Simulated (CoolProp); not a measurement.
Properties of ethanol along the isotherm 553.3 K.

Values from CoolProp's reference Helmholtz-energy equation of state, Schroeder 2014.

```csv
p (MPa),phase,cv (kJ/(kg K)),isothermal compressibility (1/MPa),expansivity (1/kK),viscosity (µPa s)
4.18,gas,2.387,(withheld),3.863,17.4
8.36,supercritical,2.944,0.2735,15.04,22.4
12.5,supercritical,3.230,0.08893,(withheld),44.2
16.7,supercritical,(withheld),0.02848,7.167,58.3
20.9,supercritical,3.067,0.01556,4.880,67.2
25.1,supercritical,3.033,0.01054,3.813,73.9
29.3,supercritical,3.010,0.007961,3.199,79.6
33.4,supercritical,2.993,0.006441,2.806,(withheld)
37.6,supercritical,2.980,0.005399,2.519,88.9
41.8,supercritical,2.970,0.004657,2.303,(withheld)
46,supercritical,2.961,0.004102,2.135,96.9
50.1,supercritical,2.954,0.003678,2.001,100
54.3,supercritical,(withheld),0.003330,1.888,104
58.5,supercritical,2.943,(withheld),1.791,107
62.7,supercritical,(withheld),0.002805,1.709,111
```

Q: What belongs in the gaps?

A: 
- 4.18, isothermal compressibility (1/MPa): 0.2937
- 12.5, expansivity (1/kK): 14.60
- 16.7, cv (kJ/(kg K)): 3.124
- 33.4, viscosity (µPa s): 84.4
- 41.8, viscosity (µPa s): 93.0
- 54.3, cv (kJ/(kg K)): 2.948
- 58.5, isothermal compressibility (1/MPa): 0.003044
- 62.7, cv (kJ/(kg K)): 2.938

Viscosity comes from a separate model (Kiselev 2005).
